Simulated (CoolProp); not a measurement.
A simple Rankine cycle with fluoroethane (R161): condensing at 300.15 K, boiler at 2.95 MPa, turbine inlet 387.8 K, turbine efficiency 0.65, pump efficiency 0.6, no recuperator. Each further row changes one setting.

The numbers come from the reference Helmholtz-energy equation of state, Wu 2012 in CoolProp.

| case | thermal efficiency (%) | net work (kJ/kg) | heat in (kJ/kg) | turbine exit temperature (K) | volume ratio over the turbine |
|---|---|---|---|---|---|
| as stated | 7.5 | 32.6 | 433 | 341.4 | 3.04 |
| turbine inlet 407.8 K | 7.7 | 36.3 | 471 | 363.8 | 3.00 |
| condensing temperature 292.15 K | 8.7 | 39.4 | 451 | 333.7 | 3.77 |
| boiler pressure 2.06 MPa | 5.5 | 24.8 | 452 | 359.0 | 2.09 |
| turbine efficiency 0.55 | 6.2 | 26.8 | 433 | 345.1 | 3.09 |
